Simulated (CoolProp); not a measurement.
Vapour-liquid equilibrium of toluene (1) + n-decane (2) at 0.605 MPa; x and y are mole fractions of (1).

Computed with CoolProp (multi-fluid Helmholtz-energy mixture model, Lemmon 2006 and Lemmon 2006; pair parameters Bell 2016).

### Question
Give the bubble temperature and the first vapour's composition at x = 0.35, 0.65, 0.8. Is there an azeotrope?

### Answer
x = 0.35: 499.6 K, y = 0.609; x = 0.65: 478.4 K, y = 0.852; x = 0.8: 470.4 K, y = 0.925. No azeotrope shows between x = 0.05 and 0.95.

The pair parameters rest on a limited set of measurements; away from them the model extrapolates.
